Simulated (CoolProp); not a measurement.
Properties of R236EA at several states.

Values from CoolProp's reference Helmholtz-energy equation of state, Rui 2013.

```
T (°C)  p (MPa)   phase  density (kg/m³)  cp (kJ/(kg K))
------  -------  ------  ---------------  --------------
8.85       2.15  liquid             1483      (withheld)
-21.65     1.06  liquid       (withheld)      (withheld)
91.35    0.0739     gas            3.751          0.9532
134.95        6  liquid             1009      (withheld)
5.95       0.11  liquid       (withheld)           1.233
68.55      3.19  liquid             1291      (withheld)
```

**Question.** What belongs in the gaps?

**Answer.** 
- 8.85, cp (kJ/(kg K)): 1.231
- -21.65, density (kg/m³): 1567
- -21.65, cp (kJ/(kg K)): 1.211
- 134.95, cp (kJ/(kg K)): 1.629
- 5.95, density (kg/m³): 1485
- 68.55, cp (kJ/(kg K)): 1.335
